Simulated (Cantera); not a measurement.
## Silicon etching in halogen gases: Si + NF₃ + H₂

Input: 1 mol Si, 1.5 mol NF₃, 8.3 mol H₂, held at 1000 K and 0.00130 bar.

Equilibrium computed with Cantera from the NASA thermochemical tables; the gas is ideal and each condensed phase is pure. Candidate condensed phases: Si, Si₃N₄; 37 gas species. Rates play no part.

The x(H₂) is 0.782, the x(SiF₄) is 0.0971 and the x(N₂) is 0.0728. The x(HF) comes out as 0.0485. The x(SiHF₃) comes out as 3.37e-6 and the gas amount is 10.30 mol. The log10 activity of Si(s) (absent) is -11.77.
